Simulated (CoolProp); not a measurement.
Saturation properties of diethyl ether.

Values from CoolProp's reference Helmholtz-energy equation of state, Thol 2014.

```json
[
 {"T (°C)": "66.15", "p (bar)": "2.768", "liquid density (kg/m³)": "657.2", "vapour density (kg/m³)": "7.989", "enthalpy of vaporisation (kJ/kg)": "328.5", "liquid cp (kJ/(kg K))": "2.494"},
 {"T (°C)": "75.15", "p (bar)": "3.543", "liquid density (kg/m³)": "645.1", "vapour density (kg/m³)": "10.14", "enthalpy of vaporisation (kJ/kg)": "319.2", "liquid cp (kJ/(kg K))": "2.535"},
 {"T (°C)": "84.05", "p (bar)": "4.462", "liquid density (kg/m³)": "632.7", "vapour density (kg/m³)": "12.70", "enthalpy of vaporisation (kJ/kg)": "309.6", "liquid cp (kJ/(kg K))": "2.578"},
 {"T (°C)": "93.05", "p (bar)": "5.563", "liquid density (kg/m³)": "619.7", "vapour density (kg/m³)": "15.80", "enthalpy of vaporisation (kJ/kg)": "299.3", "liquid cp (kJ/(kg K))": "2.626"},
 {"T (°C)": "102.05", "p (bar)": "6.855", "liquid density (kg/m³)": "606.1", "vapour density (kg/m³)": "19.50", "enthalpy of vaporisation (kJ/kg)": "288.4", "liquid cp (kJ/(kg K))": "2.677"},
 {"T (°C)": "111.05", "p (bar)": "8.358", "liquid density (kg/m³)": "591.8", "vapour density (kg/m³)": "23.90", "enthalpy of vaporisation (kJ/kg)": "276.8", "liquid cp (kJ/(kg K))": "2.734"},
 {"T (°C)": "120.05", "p (bar)": "10.09", "liquid density (kg/m³)": "576.7", "vapour density (kg/m³)": "29.15", "enthalpy of vaporisation (kJ/kg)": "264.4", "liquid cp (kJ/(kg K))": "2.799"},
 {"T (°C)": "129.05", "p (bar)": "12.08", "liquid density (kg/m³)": "560.7", "vapour density (kg/m³)": "35.43", "enthalpy of vaporisation (kJ/kg)": "250.9", "liquid cp (kJ/(kg K))": "2.874"},
 {"T (°C)": "138.05", "p (bar)": "14.35", "liquid density (kg/m³)": "543.4", "vapour density (kg/m³)": "43.00", "enthalpy of vaporisation (kJ/kg)": "236.2", "liquid cp (kJ/(kg K))": "2.966"},
 {"T (°C)": "146.95", "p (bar)": "16.89", "liquid density (kg/m³)": "524.8", "vapour density (kg/m³)": "52.12", "enthalpy of vaporisation (kJ/kg)": "220.1", "liquid cp (kJ/(kg K))": "3.081"},
 {"T (°C)": "155.95", "p (bar)": "19.79", "liquid density (kg/m³)": "503.9", "vapour density (kg/m³)": "63.57", "enthalpy of vaporisation (kJ/kg)": "201.7", "liquid cp (kJ/(kg K))": "3.241"},
 {"T (°C)": "164.95", "p (bar)": "23.06", "liquid density (kg/m³)": "480.0", "vapour density (kg/m³)": "78.25", "enthalpy of vaporisation (kJ/kg)": "180.5", "liquid cp (kJ/(kg K))": "3.484"},
 {"T (°C)": "173.95", "p (bar)": "26.74", "liquid density (kg/m³)": "451.3", "vapour density (kg/m³)": "98.04", "enthalpy of vaporisation (kJ/kg)": "154.9", "liquid cp (kJ/(kg K))": "3.930"},
 {"T (°C)": "182.95", "p (bar)": "30.89", "liquid density (kg/m³)": "413.1", "vapour density (kg/m³)": "127.4", "enthalpy of vaporisation (kJ/kg)": "121.4", "liquid cp (kJ/(kg K))": "5.105"}
]
```

It boils at 34.5 °C under 1 atm.
